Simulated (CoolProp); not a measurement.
The numbers come from the reference Helmholtz-energy equation of state, Lemmon 2006 in CoolProp. It is a short technical equation, of lower accuracy than the large ones.

Q: For CH3F (R41), give the phase and the density (kg/m³), cp (kJ/(kg K)), cv (kJ/(kg K)), speed of sound (m/s) at 418 K and 1.61 MPa; 418 K and 2.51 MPa; 418 K and 9.48 MPa.

A: 
- 418 K and 1.61 MPa: gas; density 16.5, cp 1.41, cv 1.11, speed of sound 345
- 418 K and 2.51 MPa: gas; density 26.3, cp 1.46, cv 1.13, speed of sound 340
- 418 K and 9.48 MPa: supercritical; density 122, cp 2.01, cv 1.23, speed of sound 315
